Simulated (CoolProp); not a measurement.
The numbers come from the reference Helmholtz-energy equation of state, Thol 2019 in CoolProp.

Q: Give the vapour pressure (MPa), liquid density (kg/m³), vapour density (kg/m³) of saturated n-pentane at 351.8, 376.4, 401.1 K.

A: 
```
T (K)  p (MPa)  liquid density (kg/m³)  vapour density (kg/m³)
-----  -------  ----------------------  ----------------------
351.8    0.356                     563                    9.82
376.4    0.638                     533                    17.5
401.1     1.06                     498                    29.8
```
